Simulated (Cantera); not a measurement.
Input (Python, Cantera):

```python
import numpy as np
import cantera as ct

gas = ct.Solution("gri30.yaml")
gas.TPX = 300, 41000, {'CH4': 1, 'C2H6': 0.16, 'C3H8': 1.1, 'O2': 10.5, 'N2': 39.4}
flame = ct.FreeFlame(gas, width=0.075)
flame.set_refine_criteria(ratio=3, slope=0.08, curve=0.16)
flame.transport_model = "mixture-averaged"
flame.solve(loglevel=0, auto=True)
z, T = flame.grid, flame.T
thick = (T[-1] - T[0]) / np.gradient(T, z).max()
show = ['CH4', 'C2H6', 'C3H8', 'H2', 'CH2CO', 'O2']
print(f"laminar burning velocity  {flame.velocity[0] * 100:.3f} cm/s")
print(f"burnt temperature         {T[-1]:.1f} K")
print(f"thermal thickness         {thick * 1e3:.4f} mm")
print(f"grid points               {len(z)}")
z0 = z[flame.heat_release_rate.argmax()]
print(f"{'z/mm':>9s}{'T/K':>9s}{'u/(m/s)':>9s}" + "".join(f"{s:>11s}" for s in show))
rows = []
for k in (-3, -2, -1.5, -1, -0.5, -0.25, 0, 0.25, 0.5, 1, 2, 4, 8):
    zz = z0 + k * thick
    rows.append([k * thick, np.interp(zz, z, T), np.interp(zz, z, flame.velocity),
                 *(np.interp(zz, z, flame.X[gas.species_index(s)]) for s in show)])
    print(f"{rows[-1][0] * 1e3:9.3f}{rows[-1][1]:9.1f}{rows[-1][2]:9.3f}" + "".join(f"{x:11.3e}" for x in rows[-1][3:]))
```

Output:

```
laminar burning velocity  41.527 cm/s
burnt temperature         1993.8 K
thermal thickness         0.9084 mm
grid points               141
     z/mm      T/K  u/(m/s)        CH4       C2H6       C3H8         H2      CH2CO         O2
   -2.725    300.0    0.415  1.917e-02  3.067e-03  2.108e-02  2.991e-04  2.062e-10  2.012e-01
   -1.817    300.7    0.417  1.914e-02  3.064e-03  2.107e-02  1.069e-03  7.279e-09  2.011e-01
   -1.363    304.1    0.422  1.908e-02  3.061e-03  2.105e-02  2.171e-03  8.167e-08  2.006e-01
   -0.908    342.2    0.477  1.857e-02  3.039e-03  2.090e-02  4.675e-03  2.518e-06  1.974e-01
   -0.454    697.7    0.989  1.458e-02  2.759e-03  1.638e-02  9.042e-03  8.957e-05  1.677e-01
   -0.227   1088.7    1.572  9.673e-03  1.852e-03  6.805e-03  1.111e-02  3.593e-04  1.311e-01
    0.000   1455.1    2.126  3.213e-03  1.863e-04  3.075e-04  1.079e-02  5.268e-04  9.058e-02
    0.227   1599.6    2.336  3.508e-04  9.412e-07  4.517e-07  7.519e-03  9.397e-05  6.839e-02
    0.454   1646.4    2.395  2.116e-05  1.398e-09  1.722e-10  5.768e-03  4.738e-06  6.011e-02
    0.908   1704.3    2.463  7.960e-08  2.869e-14  5.913e-16  5.214e-03  1.021e-08  5.442e-02
    1.817   1775.4    2.553  1.234e-11  7.522e-20  9.292e-23  4.613e-03  1.144e-12  5.101e-02
    3.633   1850.5    2.649  3.241e-18  2.224e-28  1.119e-34  3.342e-03  2.470e-19  4.877e-02
    7.267   1914.4    2.730  1.438e-19  7.202e-32  7.037e-47  2.011e-03  5.306e-22  4.700e-02
```

Detailed kinetics in Cantera: GRI-Mech 3.0 (53 species, 325 reactions). GRI-Mech 3.0 was tuned for natural gas; its chemistry of propane as a main component is partial and can be far from experiment. Burning velocities carry a grid error of a few per cent, more on coarse grids.
